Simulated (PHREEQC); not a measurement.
Make-up at 20 °C: 0.062 mol/kgw H2SO4 and 0.00076 mol/kgw LiCl. Closed to the air; pH follows from the charge balance.

Equilibrium calculation in PHREEQC: ion-association model, wateq4f.dat.

### Question
The ionic strength comes out as 0.0956 mol/kgw. What activity coefficients do SO4-2, H+, Cl-, HSO4-, Li+ get?

### Answer
SO4-2 0.38, H+ 0.83, Cl- 0.77, HSO4- 0.78, Li+ 0.80.

This is a speciation only: nothing precipitates in the calculation. Species that the database lacks are ignored.
